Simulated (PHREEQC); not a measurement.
## Acid rinse or clean

Solution (61 °C): 0.091 mol HNO3, 0.022 mol CaCl2 and 0.11 mol MnSO4 per kg of water. Closed to the air; pH follows from the charge balance.

Computed with PHREEQC (ion-association model, phreeqc.dat).

Precipitation was switched off in this run.

### Question
Predict the pH.

### Answer
pH 1.53.

### Question
In which forms is Cl present?

### Answer
Cl- 93 %, MnCl+ 7.1 % of the Cl.

Complexes and solids missing from the database can't appear. At this temperature some constants are extrapolated from 25 °C, and those without enthalpy data are left unchanged.
